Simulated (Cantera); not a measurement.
A diamond (100) surface in a fixed gas of H2 with x(CH4) = 0.014, x(H) = 0.0041, at 1225 K, 3900 Pa; coverages are run to steady state.

Detailed kinetics in Cantera: the Harris–Goodwin 1993 mechanism for the reconstructed diamond (100) surface.

One state of this run: growth (µm/h) = 4.51; θ c6HH = 0.426; θ c6H* = 0.0406; θ c6*H = 0.495; θ c6** = 0.0308; θ c6HM = 0.00392. θ: site fractions in the mechanism's names (c6HH fully hydrogenated, c6H* and c6*H radical sites, c6** diradical, c6HM methylated).

Q: Which value of x(CH3) does it belong to?
A) 1e-06
B) 2.4e-06
C) 1.5e-05
D) 0.00053

A: D, 0.00053
